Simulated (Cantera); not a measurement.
## Thermodynamics of carbon deposition, reforming and gasification, feed C₃H₈ + NH₃ + N₂

A closed system holds: 1 mol C₃H₈, 0.63 mol NH₃, 47 mol N₂, at 6.00 mbar.

Cantera equilibrium calculation (NASA polynomials, part measured and part estimated; ideal gas, pure solids and liquids). Candidate condensed phases: C, C₆H₆, C₇H₈, C₈H₁₈; 92 gas species. Equilibrium is a limit: real reactors are often held back by kinetics, nucleation or transport.

| T (K) | log p N₂ | log p H | log p H₂ | log p HCN | log p CN | log p C₃ | log p HNC | log p C | n C(graphite) |
|---|---|---|---|---|---|---|---|---|---|
| 1923 | -2.27 | -4.66 | -3.26 | -4.73 | -7.84 | -11.41 | -6.04 | -11.27 | 2.83 |
| 2073 | -2.27 | -4.22 | -3.29 | -4.49 | -6.98 | -9.80 | -5.68 | -9.86 | 2.69 |
| 2223 | -2.27 | -3.86 | -3.33 | -4.29 | -6.25 | -8.42 | -5.38 | -8.64 | 2.48 |
| 2373 | -2.28 | -3.57 | -3.42 | -4.15 | -5.61 | -7.21 | -5.14 | -7.58 | 2.23 |
| 2523 | -2.29 | -3.34 | -3.57 | -4.06 | -5.05 | -6.15 | -4.98 | -6.64 | 1.93 |
| 2673 | -2.30 | -3.19 | -3.81 | -4.03 | -4.55 | -5.21 | -4.88 | -5.81 | 1.44 |
| 2823 | -2.31 | -3.11 | -4.11 | -4.07 | -4.13 | -4.44 | -4.86 | -5.09 | 0 |
log p: log10 of the partial pressure in bar; n: condensed amount in mol.

From 1923 K to 2673 K the condensed part is C(graphite). At 2823 K nothing is condensed. The main C-bearing gas is HCN at 1923 K and C₃ at 2823 K. The share of C in condensed phases is highest at 1923 K (94.2 %) and lowest at 2823 K (0.0 %).
